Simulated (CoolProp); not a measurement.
Vapour-liquid equilibrium of R134a (1) + R142b (2) at 399 kPa; x and y are mole fractions of (1).

Computed with CoolProp (multi-fluid Helmholtz-energy mixture model, Tillner-Roth 1994 and Lemmon 2006; pair parameters Bell 2016).

Problem. Give the bubble temperature and the first vapour's composition at x = 0.2, 0.425, 0.875. Is there an azeotrope?

Solution. x = 0.2: 23.4 °C, y = 0.336; x = 0.425: 17.7 °C, y = 0.586; x = 0.875: 10.3 °C, y = 0.917. No azeotrope shows between x = 0.05 and 0.95.

Pair parameters are fitted to limited data, so mixtures are less certain than the pure fluids.
